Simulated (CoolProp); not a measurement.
Values from CoolProp's reference Helmholtz-energy equation of state, Smukala 2000.

**Question.** Give the vapour pressure (kPa), liquid density (kg/m³), liquid cp (kJ/(kg K)) of saturated ethylene at 226.4, 253.4 K.

**Answer.** 
```csv
T (K),p (kPa),liquid density (kg/m³),liquid cp (kJ/(kg K))
226.4,1180,475,2.78
253.4,2540,413,3.52
```
